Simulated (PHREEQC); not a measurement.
A made-up water analysis in mg/kgw, 83 °C, pH 3.14, pe 10.9:

| constituent | mg/kgw |
|---|---|
| Na | 2630 |
| K | 289 |
| Ca | 162 |
| Mg | 180 |
| Cl | 1350 |
| S(6) as SO4 | 5120 |
| Cd | 10.8 |
| Si as SiO2 | 2.4 |

Valence states are taken as typed.

Equilibrium calculation in PHREEQC: ion-association model, phreeqc.dat.

Each row changes one thing in this solution. Precipitation was switched off in this run.

```
case                                               ionic strength (mol/kgw)  MgOH+ (mol/kgw)  H3SiO4- (mol/kgw)  CdOH+ (mol/kgw)  SI of Gypsum (CaSO4:2H2O)  SI of Quartz (SiO2)
-------------------------------------------------  ------------------------  ---------------  -----------------  ---------------  -------------------------  -------------------
as made                                                               0.160         3.69e-10           4.97e-11         4.36e-11                      -0.42                -1.11
Si from 2.4 to 4.8 mg/kgw                                             0.160         3.69e-10           9.93e-11         4.36e-11                      -0.42                -0.81
temperature from 83 to 80 °C at the same typed pH                     0.161         3.13e-10           4.71e-11         3.73e-11                      -0.43                -1.08
```

Complexes and solids missing from the database can't appear. At this temperature some constants are extrapolated from 25 °C, and those without enthalpy data are left unchanged.
